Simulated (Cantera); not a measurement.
A closed system holds: 1 mol SiCl₄, a varied amount of C₂H₄, 1.3 mol H₂, held at 902 °C and 315 Torr.

Method: chemical equilibrium by Gibbs-energy minimisation in Cantera with the NASA 1993 tables (ideal gas, pure condensed phases). Candidate condensed phases: C, C₆H₆, C₇H₈, C₈H₁₈, Si, SiC; 109 gas species. Equilibrium is a limit: real reactors are often held back by kinetics, nucleation or transport.

Task: Which condensed phases are stable at each of these points (n(C₂H₄) (mol)): 0.0086, 0.016, 0.03, 0.056, 0.1, 0.19, 0.36?

Result: 
```tsv
n(C₂H₄) (mol)	condensed phases	Si condensed (%)
0.0086	SiC(s)	1.7
0.016	SiC(s)	3.2
0.03	SiC(s)	6.0
0.056	SiC(s)	11.0
0.1	C(graphite) + SiC(s)	14.5
0.19	C(graphite) + SiC(s)	15.7
0.36	C(graphite) + SiC(s)	17.9
```

From 0.0086 mol C₂H₄ to 0.056 mol C₂H₄ the condensed part is SiC(s). From 0.1 mol C₂H₄ to 0.36 mol C₂H₄ the condensed part is C(graphite) + SiC(s).
